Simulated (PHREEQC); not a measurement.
# Acid mine or pickling water

A made-up water analysis in mmol/kgw, 20 °C, pH 3.17, pe 12.1:

| constituent | mmol/kgw |
|---|---|
| Na | 103 |
| K | 1.57 |
| Ca | 7.89 |
| Mg | 3.41 |
| Cl | 25.2 |
| S(6) | 51.7 |
| B | 0.13 |
| Zn | 2.15 |
| Fe(3) | 0.0423 |

Valence states are taken as typed.

Equilibrium calculation in PHREEQC: ion-association model, phreeqc.dat.

Each row changes one thing in this solution. No solid was allowed to form.

```tsv
case	ionic strength (mol/kgw)	Na+ (mol/kgw)	SO4-2 (mol/kgw)	Ca+2 (mol/kgw)	Mg+2 (mol/kgw)	Zn+2 (mol/kgw)	SI of Gypsum (CaSO4:2H2O)	SI of Jarosite-K (KFe3(SO4)2(OH)6)
as made	0.158	0.0972	0.0384	0.00462	0.00180	0.000987	-0.13	+0.80
temperature from 20 to 50 °C at the same typed pH	0.153	0.0967	0.0366	0.00448	0.00131	0.000960	-0.16	+1.79
Na from 103 to 206 mmol/kgw	0.205	0.196	0.0355	0.00510	0.00201	0.00115	-0.19	+0.82
Zn from 2.15 to 4.3 mmol/kgw	0.159	0.0973	0.0374	0.00468	0.00183	0.00201	-0.13	+0.81
```

Species that the database lacks are ignored. Some of these states are supersaturated (in Jarosite-K, Hematite (slow to form), for instance). Constants without temperature data keep their 25 °C values here.
